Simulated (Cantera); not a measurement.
Source: NASA polynomial tables (part measured, part estimated), evaluated in Cantera. Values are per mole of reaction as written; species without (g) are pure solids or liquids, kept so even where they would boil at 1 bar.

**Question.** Between 675 and 2075 K, where is each reaction favourable under standard conditions?
- Si2C(g) + 9 CH4(g) → 2 SiH3(g) + 5 C2H6(g)
- Si + C2H2(g) → SiC2(g) + H2(g)

**Answer.** 
- Si2C(g) + 9 CH4(g) → 2 SiH3(g) + 5 C2H6(g): ΔG° is 366 kJ at 675 K and 814 kJ at 2075 K; it stays positive (K < 1). ΔH° is 153 kJ and ΔS° -318 J/K at 2075 K.
- Si + C2H2(g) → SiC2(g) + H2(g): ΔG° is 286 kJ at 675 K and 92 kJ at 2075 K; it stays positive (K < 1). ΔH° is 325 kJ and ΔS° 112 J/K at 2075 K.
